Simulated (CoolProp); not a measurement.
Properties of nitrous oxide along the isotherm 226.85 °C.

Values from CoolProp's reference Helmholtz-energy equation of state, Lemmon 2006. It is a short technical equation, of lower accuracy than the large ones.

```csv
p (kPa),phase,density (kg/m³),cv (kJ/(kg K)),isothermal compressibility (1/MPa)
5000,gas,…,0.8679,0.2081
10000,supercritical,114.7,…,…
15000,supercritical,177.6,0.8956,0.07222
20000,supercritical,242.2,0.9072,0.05325
25000,supercritical,305.6,0.9167,0.04055
30000,supercritical,365.3,0.9243,0.03132
35000,supercritical,…,0.9304,…
40000,supercritical,468.0,0.9354,0.01944
45000,supercritical,…,0.9398,0.01571
50000,supercritical,548.5,0.9436,0.01294
```

What belongs in the gaps?


- 5000, density (kg/m³): 55.18
- 10000, cv (kJ/(kg K)): 0.8823
- 10000, isothermal compressibility (1/MPa): 0.1071
- 35000, density (kg/m³): 419.6
- 35000, isothermal compressibility (1/MPa): 0.02448
- 45000, density (kg/m³): 510.8
